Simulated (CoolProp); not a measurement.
Properties of 1,2-dichloroethane along the isobar 0.131 MPa.

Computed with CoolProp (reference Helmholtz-energy equation of state, Thol 2015).

```json
[
 {"T (K)": "280.1", "phase": "liquid", "cp (kJ/(kg K))": "1.291", "speed of sound (m/s)": "1265", "isothermal compressibility (1/MPa)": "0.0007016", "fugacity coefficient": "0.03180"},
 {"T (K)": "285.2", "phase": "liquid", "cp (kJ/(kg K))": "1.294", "speed of sound (m/s)": "1245", "isothermal compressibility (1/MPa)": "0.0007301", "fugacity coefficient": "0.04188"},
 {"T (K)": "290.4", "phase": "liquid", "cp (kJ/(kg K))": "1.297", "speed of sound (m/s)": "1225", "isothermal compressibility (1/MPa)": "0.0007607", "fugacity coefficient": "0.05480"},
 {"T (K)": "295.5", "phase": "liquid", "cp (kJ/(kg K))": "1.301", "speed of sound (m/s)": "1205", "isothermal compressibility (1/MPa)": "0.0007924", "fugacity coefficient": "0.07057"},
 {"T (K)": "300.7", "phase": "liquid", "cp (kJ/(kg K))": "1.304", "speed of sound (m/s)": "1184", "isothermal compressibility (1/MPa)": "0.0008265", "fugacity coefficient": "0.09036"},
 {"T (K)": "305.8", "phase": "liquid", "cp (kJ/(kg K))": "1.308", "speed of sound (m/s)": "1164", "isothermal compressibility (1/MPa)": "0.0008618", "fugacity coefficient": "0.1140"},
 {"T (K)": "310.9", "phase": "liquid", "cp (kJ/(kg K))": "1.313", "speed of sound (m/s)": "1144", "isothermal compressibility (1/MPa)": "0.0008992", "fugacity coefficient": "0.1426"},
 {"T (K)": "316.1", "phase": "liquid", "cp (kJ/(kg K))": "1.318", "speed of sound (m/s)": "1124", "isothermal compressibility (1/MPa)": "0.0009396", "fugacity coefficient": "0.1775"},
 {"T (K)": "321.2", "phase": "liquid", "cp (kJ/(kg K))": "1.323", "speed of sound (m/s)": "1104", "isothermal compressibility (1/MPa)": "0.0009817", "fugacity coefficient": "0.2182"},
 {"T (K)": "326.3", "phase": "liquid", "cp (kJ/(kg K))": "1.328", "speed of sound (m/s)": "1084", "isothermal compressibility (1/MPa)": "0.001026", "fugacity coefficient": "0.2661"},
 {"T (K)": "331.5", "phase": "liquid", "cp (kJ/(kg K))": "1.334", "speed of sound (m/s)": "1064", "isothermal compressibility (1/MPa)": "0.001075", "fugacity coefficient": "0.3234"},
 {"T (K)": "336.6", "phase": "liquid", "cp (kJ/(kg K))": "1.339", "speed of sound (m/s)": "1044", "isothermal compressibility (1/MPa)": "0.001125", "fugacity coefficient": "0.3886"},
 {"T (K)": "341.8", "phase": "liquid", "cp (kJ/(kg K))": "1.346", "speed of sound (m/s)": "1024", "isothermal compressibility (1/MPa)": "0.001180", "fugacity coefficient": "0.4655"},
 {"T (K)": "346.9", "phase": "liquid", "cp (kJ/(kg K))": "1.352", "speed of sound (m/s)": "1004", "isothermal compressibility (1/MPa)": "0.001238", "fugacity coefficient": "0.5520"}
]
```
